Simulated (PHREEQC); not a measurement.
A made-up water analysis in mmol/kgw, 25 °C, pH 5.97, pe 0.6: Na 0.0269; K 0.0115; Ca 0.056; Mg 0.00158; Cl 0.0214; S(6) 0.0249; Alkalinity (meq/kgw) 0.0832; Br 0.00106.

Valence states are taken as typed.

Model: ion-association model, phreeqc.dat, run in PHREEQC.

No solid was allowed to form.

**Question.** Predict the charge-balance error.

**Answer.** charge-balance error -0.6 %.

**Question.** In which forms is C present?

**Answer.** CO2 70 %, HCO3- 30 % of the C.
